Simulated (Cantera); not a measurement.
A closed system holds: 1 mol Al, 0.72 mol NH₃, 2.6 mol H₂, equilibrated at 1330 Pa.

These are equilibrium values from Cantera (NASA tables, ideal gas, pure condensed phases), not measurements of a reactor. Candidate condensed phases: Al, AlN; 13 gas species. Mutual solubility and eutectic melting of coexisting phases are not modelled. The numbers say what is thermodynamically allowed, not how fast it happens. All values below are at 1475 °C.

Base state: H₂ 0.964, Al 0.0325, H 0.00194, AlH 0.00194, Al₂ 1.92e-5 (mole fractions); condensed: Al(l) + AlN(s).

Problem. What changes in the equilibrium state with this change: 1.2 mol HCl added?

Solution. 
| species | before | after |
|---|---|---|
| H₂ | 0.964 | 0.735 |
| AlCl | 0 | 0.166 |
| N₂ | 2.92e-6 | 0.0630 |
| HCl | 0 | 0.0252 |
| Al | 0.0325 | 0.000121 |
| AlCl₂ | 0 | 0.00748 |
| AlCl₃ | 0 | 0.00119 |
| Cl | 0 | 4.49e-5 |
| Al(l), mol | 0.149 | 0 |
| AlN(s), mol | 0.720 | 0 |
The tables' values for AlCl₂ are old estimates; treat these amounts as uncertain. Further candidate phases: AlCl₃, NH₄Cl.

Problem. What changes in the equilibrium state with this change: 0.068 mol O₂ added?

Solution. 
```
species         before    after
-------------  -------  -------
H₂               0.964    0.956
Al₂O                 0   0.0224
Al              0.0325   0.0183
AlOH                 0  1.09e-5
Al₂            1.92e-5  6.12e-6
AlH            0.00194  0.00109
H              0.00194  0.00193
Al(l), mol       0.149        0
AlN(s), mol      0.720    0.720
Al₂O₃(s), mol        0   0.0166
```
The tables' values for AlOH are old estimates; treat these amounts as uncertain. Further candidate phases: Al₂O₃, H₂O.
